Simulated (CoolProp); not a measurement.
Saturation properties of R1234yf (Tc = 367.8 K, pc = 33.84 bar, ω = 0.276).

Values from CoolProp's reference Helmholtz-energy equation of state, Lemmon 2022.

```json
[
 {"T (K)": "204", "p (bar)": "0.1178", "surface tension (mN/m)": "20.3", "liquid viscosity (µPa s)": "533", "liquid conductivity (mW/(m K))": "96.3"},
 {"T (K)": "217.3", "p (bar)": "0.2687", "surface tension (mN/m)": "?", "liquid viscosity (µPa s)": "427", "liquid conductivity (mW/(m K))": "91.2"},
 {"T (K)": "230.7", "p (bar)": "0.5511", "surface tension (mN/m)": "15.9", "liquid viscosity (µPa s)": "348", "liquid conductivity (mW/(m K))": "?"},
 {"T (K)": "244", "p (bar)": "1.027", "surface tension (mN/m)": "13.8", "liquid viscosity (µPa s)": "289", "liquid conductivity (mW/(m K))": "?"},
 {"T (K)": "257.4", "p (bar)": "1.784", "surface tension (mN/m)": "11.7", "liquid viscosity (µPa s)": "242", "liquid conductivity (mW/(m K))": "76.8"},
 {"T (K)": "270.8", "p (bar)": "?", "surface tension (mN/m)": "9.79", "liquid viscosity (µPa s)": "204", "liquid conductivity (mW/(m K))": "72.2"},
 {"T (K)": "284.1", "p (bar)": "4.508", "surface tension (mN/m)": "7.97", "liquid viscosity (µPa s)": "173", "liquid conductivity (mW/(m K))": "67.9"},
 {"T (K)": "297.5", "p (bar)": "6.703", "surface tension (mN/m)": "6.25", "liquid viscosity (µPa s)": "146", "liquid conductivity (mW/(m K))": "63.7"},
 {"T (K)": "310.8", "p (bar)": "9.591", "surface tension (mN/m)": "4.67", "liquid viscosity (µPa s)": "124", "liquid conductivity (mW/(m K))": "59.7"},
 {"T (K)": "324.2", "p (bar)": "13.35", "surface tension (mN/m)": "3.21", "liquid viscosity (µPa s)": "104", "liquid conductivity (mW/(m K))": "55.8"},
 {"T (K)": "337.6", "p (bar)": "18.13", "surface tension (mN/m)": "1.93", "liquid viscosity (µPa s)": "86.9", "liquid conductivity (mW/(m K))": "?"}
]
```

Question: Complete the blanks.

Answer: 
- 217.3, surface tension (mN/m): 18.1
- 230.7, liquid conductivity (mW/(m K)): 86.3
- 244, liquid conductivity (mW/(m K)): 81.4
- 270.8, p (bar): 2.915
- 337.6, liquid conductivity (mW/(m K)): 52.0

It boils at 243.7 K under 1 atm.

Viscosity comes from a separate model (Bell 2016), an estimate that may be off by 10 % or more. Thermal conductivity comes from a separate model (Perkins 2011). Surface tension comes from a separate correlation (Mulero 2012).
